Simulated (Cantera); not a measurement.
Feed: 1 mol Si3H8, 66 mol H2, held at 0.0620 bar.

Method: chemical equilibrium by Gibbs-energy minimisation in Cantera with the NASA 1993 tables (ideal gas, pure condensed phases). Candidate condensed phases: Si; 9 gas species. The feed counts by its element totals alone. Gases not in the tables: Si2H6 and higher silanes. Rates play no part.

Problem. At 1723 K, list the 4 most abundant gas species with their mole fractions, and the condensed phases.

Solution. H2 0.999, H 0.000732, SiH2 1.70e-5, Si 1.59e-5. Condensed: Si(l).
